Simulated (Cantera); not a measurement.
Input: 1 mol B₂O₃, 8.6 mol O₂, 3.7 mol N₂, equilibrated at 1475 K and 1.10 mbar.

Method: chemical equilibrium by Gibbs-energy minimisation in Cantera with the NASA 1993 tables (ideal gas, pure condensed phases). Candidate condensed phases: B, BN, B₂O₃; 17 gas species. Kinetics and transport are ignored.

Base state: O₂ 0.690, N₂ 0.296, B₂O₃ 0.0117, NO 0.00120, BO₂ 0.00106, O 7.19e-5 (mole fractions); condensed: B₂O₃(l).

What changes in the equilibrium state with this change: B₂O₃ replaced by borazine?


| species | before | after |
|---|---|---|
| N₂ | 0.296 | 0.357 |
| O₂ | 0.690 | 0.332 |
| HBO₂ | 0 | 0.185 |
| H₂O | 0 | 0.114 |
| B₂O₃ | 0.0117 | 0.0103 |
| OH | 0 | 0.000412 |
| O | 7.19e-5 | 4.99e-5 |
| NO | 0.00120 | 0.000915 |
| BO₂ | 0.00106 | 0.000828 |
| B₂O₃(l), mol | 0.847 | 0 |
The feed counts by its element totals alone. Gases not in the tables: H₃BO₃. Further candidate phases: B₃O₃H₃, H₂O.
